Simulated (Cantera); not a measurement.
Input: 1 mol SiHCl3, 1.9 mol HCl, 74 mol H2, held at 1700 Pa.

These are equilibrium values from Cantera (NASA tables, ideal gas, pure condensed phases), not measurements of a reactor. Candidate condensed phases: Si; 19 gas species. The numbers say what is thermodynamically allowed, not how fast it happens.

Over these rows the condensed part is Si(s). Partial pressures as log10 of bar:

| T (K) | 1000/T (1/K) | log p SiHCl3 | log p H2 | log p HCl |
|---|---|---|---|---|
| 1298 | 0.7704 | -5.52 | -1.79 | -3.09 |
| 1348 | 0.7418 | ? | -1.79 | -3.09 |
| 1398 | 0.7153 | -6.13 | -1.79 | -3.09 |
| 1448 | 0.6906 | -6.40 | -1.79 | -3.09 |
| 1498 | 0.6676 | -6.66 | -1.79 | -3.09 |
| 1548 | 0.6460 | -6.91 | -1.79 | -3.10 |

Fit log p(SiHCl3) = a + b·(1000/T) to the five rows, give the apparent enthalpy, and predict the row at 1348 K.

Means: 1000/T = 0.6980, log p = -6.324. Sxy = 0.102815, Sxx = 0.0092240, so b = 11.15 and a = -6.324 − (11.15)×0.6980 = -14.11.
Apparent enthalpy: −19.145 × (11.15) = -213 kJ/mol. With the condensed phases at unit activity, Si(s) + 3 HCl(g) = SiHCl3(g) + H2(g) links this pressure to the main gases: over the six rows their terms move log p by -0.03 in all, so the slope is close to that reaction's ΔH°. The five rows lie within 0.01 of the line.
Prediction at 1348 K: -14.11 + (11.15)×0.7418 = -5.84. The computed value is -5.83, 0.01 from the line.
